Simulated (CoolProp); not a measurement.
Nitrous oxide along the isobar 7530 kPa: Z from the reference equation and from simpler models built on Tc = 309.5 K, pc = 7245 kPa, ω = 0.161; each cubic takes its own stable root.

Computed with CoolProp (reference Helmholtz-energy equation of state, Lemmon 2006). It is a short technical equation, of lower accuracy than the large ones.

```json
[
 {"T (K)": "192.9", "phase": "liquid", "reference": "0.1698"},
 {"T (K)": "212.9", "phase": "liquid", "reference": "0.1617"},
 {"T (K)": "232.8", "phase": "liquid", "reference": "0.1565"},
 {"T (K)": "252.7", "phase": "liquid", "reference": "0.1542"},
 {"T (K)": "272.7", "phase": "liquid", "reference": "0.1556"},
 {"T (K)": "292.6", "phase": "liquid", "reference": "0.1643"},
 {"T (K)": "312.6", "phase": "supercritical", "reference": "0.3929"},
 {"T (K)": "332.5", "phase": "supercritical", "reference": "0.6387"},
 {"T (K)": "352.4", "phase": "supercritical", "reference": "0.7296"},
 {"T (K)": "372.4", "phase": "supercritical", "reference": "0.7881"},
 {"T (K)": "392.3", "phase": "supercritical", "reference": "0.8298"},
 {"T (K)": "412.3", "phase": "supercritical", "reference": "0.8615"},
 {"T (K)": "432.2", "phase": "supercritical", "reference": "0.8863"},
 {"T (K)": "452.1", "phase": "supercritical", "reference": "0.9061"},
 {"T (K)": "472.1", "phase": "supercritical", "reference": "0.9223"}
]
```

**Question.** How far does each simpler model (van der Waals, Soave-Redlich-Kwong) lie from the reference over these 15 states: mean and median of the absolute difference, and the worst?

**Answer.** 
- van der Waals: mean 23.6 %, median 3.0 %, worst +58.1 % at 192.9 K and 7530 kPa
- Soave-Redlich-Kwong: mean 5.2 %, median 2.0 %, worst +15.8 % at 292.6 K and 7530 kPa
